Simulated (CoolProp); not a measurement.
Values from CoolProp's reference Helmholtz-energy equation of state, Lemmon 2006. It is a short technical equation, of lower accuracy than the large ones.

For carbon monoxide, give the phase and the cp (kJ/(kg K)), speed of sound (m/s) at 151.5 K and 0.562 MPa; 348.1 K and 0.562 MPa; 372.7 K and 0.562 MPa.


- 151.5 K and 0.562 MPa: gas; cp 1.10, speed of sound 247
- 348.1 K and 0.562 MPa: gas; cp 1.05, speed of sound 381
- 372.7 K and 0.562 MPa: gas; cp 1.05, speed of sound 394
